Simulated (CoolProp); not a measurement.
Properties of dodecamethylcyclohexasiloxane (D6) along the isotherm 267.85 °C (Tc = 372.6 °C, pc = 9.614 bar, ω = 0.736).

Computed with CoolProp (reference Helmholtz-energy equation of state, Colonna 2008). It is a short technical equation, of lower accuracy than the large ones.

```json
[
 {"p (bar)": "0.401", "phase": "gas", "Z": "0.9683", "cv (kJ/(kg K))": "1.805", "speed of sound (m/s)": "97.91", "Joule-Thomson coefficient (K/MPa)": "14.15", "isothermal compressibility (1/MPa)": "25.77", "fugacity coefficient": "0.9692"},
 {"p (bar)": "0.801", "phase": "gas", "Z": "0.9353", "cv (kJ/(kg K))": "1.806", "speed of sound (m/s)": "94.54", "Joule-Thomson coefficient (K/MPa)": "15.06", "isothermal compressibility (1/MPa)": "13.39", "fugacity coefficient": "0.9387"},
 {"p (bar)": "1.2", "phase": "gas", "Z": "0.9006", "cv (kJ/(kg K))": "1.808", "speed of sound (m/s)": "90.91", "Joule-Thomson coefficient (K/MPa)": "16.21", "isothermal compressibility (1/MPa)": "9.328", "fugacity coefficient": "0.9086"},
 {"p (bar)": "1.6", "phase": "gas", "Z": "0.8635", "cv (kJ/(kg K))": "1.809", "speed of sound (m/s)": "86.91", "Joule-Thomson coefficient (K/MPa)": "17.72", "isothermal compressibility (1/MPa)": "7.363", "fugacity coefficient": "0.8785"},
 {"p (bar)": "2", "phase": "liquid", "Z": "0.02951", "cv (kJ/(kg K))": "1.856", "speed of sound (m/s)": "277.4", "Joule-Thomson coefficient (K/MPa)": "0.2408", "isothermal compressibility (1/MPa)": "0.02175", "fugacity coefficient": "0.7226"},
 {"p (bar)": "2.4", "phase": "liquid", "Z": "0.03538", "cv (kJ/(kg K))": "1.856", "speed of sound (m/s)": "278.4", "Joule-Thomson coefficient (K/MPa)": "0.2352", "isothermal compressibility (1/MPa)": "0.02157", "fugacity coefficient": "0.6058"},
 {"p (bar)": "2.8", "phase": "liquid", "Z": "0.04124", "cv (kJ/(kg K))": "1.856", "speed of sound (m/s)": "279.4", "Joule-Thomson coefficient (K/MPa)": "0.2296", "isothermal compressibility (1/MPa)": "0.02139", "fugacity coefficient": "0.5223"},
 {"p (bar)": "3.2", "phase": "liquid", "Z": "0.04710", "cv (kJ/(kg K))": "1.856", "speed of sound (m/s)": "280.4", "Joule-Thomson coefficient (K/MPa)": "0.2242", "isothermal compressibility (1/MPa)": "0.02121", "fugacity coefficient": "0.4597"},
 {"p (bar)": "3.61", "phase": "liquid", "Z": "0.05308", "cv (kJ/(kg K))": "1.857", "speed of sound (m/s)": "281.4", "Joule-Thomson coefficient (K/MPa)": "0.2187", "isothermal compressibility (1/MPa)": "0.02103", "fugacity coefficient": "0.4100"},
 {"p (bar)": "4.01", "phase": "liquid", "Z": "0.05892", "cv (kJ/(kg K))": "1.857", "speed of sound (m/s)": "282.3", "Joule-Thomson coefficient (K/MPa)": "0.2135", "isothermal compressibility (1/MPa)": "0.02086", "fugacity coefficient": "0.3712"},
 {"p (bar)": "4.41", "phase": "liquid", "Z": "0.06474", "cv (kJ/(kg K))": "1.857", "speed of sound (m/s)": "283.3", "Joule-Thomson coefficient (K/MPa)": "0.2083", "isothermal compressibility (1/MPa)": "0.02070", "fugacity coefficient": "0.3396"},
 {"p (bar)": "4.81", "phase": "liquid", "Z": "0.07055", "cv (kJ/(kg K))": "1.857", "speed of sound (m/s)": "284.2", "Joule-Thomson coefficient (K/MPa)": "0.2032", "isothermal compressibility (1/MPa)": "0.02053", "fugacity coefficient": "0.3132"}
]
```
